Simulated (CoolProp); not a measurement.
R134a at 298.15 K and 3.77 MPa is throttled through a valve to 1.24 MPa with no heat exchange. Each further row changes one setting.

The numbers come from the reference Helmholtz-energy equation of state, Tillner-Roth 1994 in CoolProp.

```csv
case,temperature change (K),final phase,final density (kg/m³)
as stated,+0.1,liquid,1210
outlet pressure 0.372 MPa,?,?,?
outlet pressure 1.61 MPa,+0.1,liquid,1210
```

Complete the blanks.


- outlet pressure 0.372 MPa, temperature change (K): -18.2
- outlet pressure 0.372 MPa, final phase: two-phase, vapour fraction 0.132
- outlet pressure 0.372 MPa, final density (kg/m³): 126
